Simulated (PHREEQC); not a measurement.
Dissolve 10.3 mmol/kgw CdCl2, 88 mmol/kgw H3BO3 and 0.37 mmol/kgw H2SO4 at 25 °C. Closed to the air; pH follows from the charge balance.

All values are PHREEQC results (ion-association model, phreeqc.dat), not measurements.

### Question
The ionic strength comes out as 0.0218 mol/kgw. What activity coefficients do HSO4-, H+, CdCl+, Cd+2, SO4-2 get?

### Answer
HSO4- 0.87, H+ 0.89, CdCl+ 0.87, Cd+2 0.56, SO4-2 0.57.

Precipitation was switched off in this run.
